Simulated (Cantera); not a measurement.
Feed: 1 mol CCl4, 0.9 mol Si, held at 10.0 mbar.

Cantera equilibrium calculation (NASA polynomials, part measured and part estimated; ideal gas, pure solids and liquids). Candidate condensed phases: C, Si, SiC; 24 gas species. The tables' values for SiCl3 are old estimates; treat these amounts as uncertain. Rates play no part. All values below are at 1050 °C.

Base state: SiCl4 0.794, Cl2 0.147, Cl 0.0583, SiCl3 3.63e-5 (mole fractions); condensed: C(graphite).

Task: What changes in the equilibrium state with this change: CCl4 replaced by CH3F?

Result: 
```tsv
species	before	after
H2	0	0.851
SiF4	0	0.136
HF	0	0.00693
SiCl4	0.794	0
Cl2	0.147	0
Cl	0.0583	0
SiF3	0	0.00401
SiHF3	0	0.00194
C(graphite), mol	1.00	0.350
SiC(s), mol	0	0.650
```
The tables' values for SiF3, SiF2 are old estimates; treat these amounts as uncertain. Further candidate phases: C6H6, C7H8, C8H18.

Task: What changes in the equilibrium state with this change: pressure from 10.0 mbar to 12.0 Pa?

Result: 
| species | before | after |
|---|---|---|
| SiCl4 | 0.794 | 0.714 |
| Cl | 0.0583 | 0.252 |
| Cl2 | 0.147 | 0.0331 |
| SiCl3 | 3.63e-5 | 0.000629 |
| C(graphite), mol | 1.00 | 1.00 |
